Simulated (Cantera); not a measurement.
Thermal oxidation and active oxidation of silicon: Si + H2O + H2

Charge: 1 mol Si, 0.41 mol H2O, 730 mol H2, equilibrated at 9.40 bar.

Method: chemical equilibrium by Gibbs-energy minimisation in Cantera with the NASA 1993 tables (ideal gas, pure condensed phases). Candidate condensed phases: H2O, Si, SiO2; 18 gas species. Mutual solubility and eutectic melting of coexisting phases are not modelled. The tables hold silica as quartz up to 1696 K and as liquid above; real silica turns to tridymite and cristobalite and melts near 1996 K. Gases not in the tables: Si2H6 and higher silanes. Equilibrium is a limit: real reactors are often held back by kinetics, nucleation or transport.

| T (°C) | log p H2 | log p SiO | log p H | log p SiH2 | log p H2O | n Si(s) | n SiO2(β-quartz) | n Si(l) |
|---|---|---|---|---|---|---|---|---|
| 1352 | 0.97 | -2.38 | -3.67 | -4.21 | -3.97 | 0.622 | 0.0371 | 0 |
| 1377 | 0.97 | -2.29 | -3.56 | -4.09 | -3.95 | 0.584 | 0 | 0 |
| 1402 | 0.97 | -2.29 | -3.45 | -3.98 | -4.02 | 0.580 | 0 | 0 |
| 1427 | 0.97 | -2.28 | -3.35 | -3.88 | -4.07 | 0 | 0 | 0.577 |
| 1452 | 0.97 | -2.28 | -3.24 | -3.79 | -4.11 | 0 | 0 | 0.574 |
| 1477 | 0.97 | -2.28 | -3.15 | -3.71 | -4.15 | 0 | 0 | 0.571 |
| 1502 | 0.97 | -2.28 | -3.05 | -3.63 | -4.18 | 0 | 0 | 0.568 |
| 1527 | 0.97 | -2.28 | -2.96 | -3.55 | -4.22 | 0 | 0 | 0.564 |
| 1552 | 0.97 | -2.28 | -2.87 | -3.48 | -4.25 | 0 | 0 | 0.559 |
| 1577 | 0.97 | -2.28 | -2.78 | -3.40 | -4.29 | 0 | 0 | 0.553 |
| 1602 | 0.97 | -2.28 | -2.70 | -3.33 | -4.32 | 0 | 0 | 0.547 |
| 1627 | 0.97 | -2.28 | -2.61 | -3.26 | -4.35 | 0 | 0 | 0.540 |
| 1652 | 0.97 | -2.28 | -2.53 | -3.19 | -4.38 | 0 | 0 | 0.531 |
| 1677 | 0.97 | -2.28 | -2.45 | -3.13 | -4.41 | 0 | 0 | 0.521 |
log p: log10 of the partial pressure in bar; n: condensed amount in mol.

At 1352 °C the condensed part is Si(s) + SiO2(β-quartz). From 1377 °C to 1402 °C the condensed part is Si(s). From 1427 °C to 1677 °C the condensed part is Si(l). The main Si-bearing gas is SiO throughout. The share of Si in condensed phases is highest at 1352 °C (65.9 %) and lowest at 1677 °C (52.1 %).
